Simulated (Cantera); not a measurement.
An adiabatic, constant-volume homogeneous reactor starts with CH₄ : H₂ : O₂ : N₂ : CO₂ = 1 : 0.18 : 0.909 : 3.42 : 0.13 (molar parts), at 1523 K and 1.09 atm.

Model: GRI-Mech 3.0 (53 species, 325 reactions), integrated in Cantera.

**Question.** Predict: time of steepest temperature rise; temperature at 4.00 s; equilibrium temperature; x(H₂) at 4.00 s; x(O₂) at 4.00 s; x(H₂O₂) at 4.00 s.

**Answer.** 
| Item | Result |
|---|---|
| time of steepest temperature rise | 0.599 ms |
| temperature at 4.00 s | 2622 K |
| equilibrium temperature | 2622 K |
| x(H₂) at 4.00 s | 0.192 (gas-phase equilibrium 0.192) |
| x(O₂) at 4.00 s | 1.98e-5 (gas-phase equilibrium 1.98e-5) |
| x(H₂O₂) at 4.00 s | 7.46e-9 (gas-phase equilibrium 7.46e-9) |
